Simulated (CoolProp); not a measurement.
Properties of neopentane along the isobar 0.101 MPa (Tc = 160.6 °C, pc = 3.196 MPa, ω = 0.196).

Model: reference Helmholtz-energy equation of state, Lemmon 2006, in CoolProp. It is a short technical equation, of lower accuracy than the large ones.

```
T (°C)  phase  density (kg/m³)  Joule-Thomson coefficient (K/MPa)  isothermal compressibility (1/MPa)  expansivity (1/kK)
------  -----  ---------------  ---------------------------------  ----------------------------------  ------------------
75.25     gas            2.572                              14.65                               10.13               3.081
104.05    gas            2.363                              11.32                               10.07               2.798
132.85    gas            2.188                              9.006                               10.04               2.570
161.65    gas            2.037                              7.336                               10.01               2.380
190.45    gas            1.907                              6.091                               9.988               2.218
219.25    gas            1.793                              5.137                               9.972               2.079
248.05    gas            1.691                              4.390                               9.959               1.957
276.85    gas            1.601                              3.793                               9.949               1.849
```
